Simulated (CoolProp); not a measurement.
100 sccm (0 °C, 1 atm) of nitrogen bubbles through liquid m-xylene at 349.1 K and leaves saturated at a total pressure of 0.15 MPa (ideal gas phase). Each further row changes one setting.

Model: reference Helmholtz-energy equation of state, Zhou 2012, in CoolProp.

| case | vapour pressure (kPa) | mole fraction of vapour | delivery (mg/min) | delivery (sccm) | change of delivery for a bath 1 K warmer (%) |
|---|---|---|---|---|---|
| as stated | 12.9 | 0.0860 | 44.5 | 9.40 | 4.4 |
| bath temperature 354.1 K | 15.7 | 0.105 | 55.3 | 11.7 | 4.4 |
| total pressure 0.3 MPa | 12.9 | 0.0430 | 21.3 | 4.49 | 4.2 |
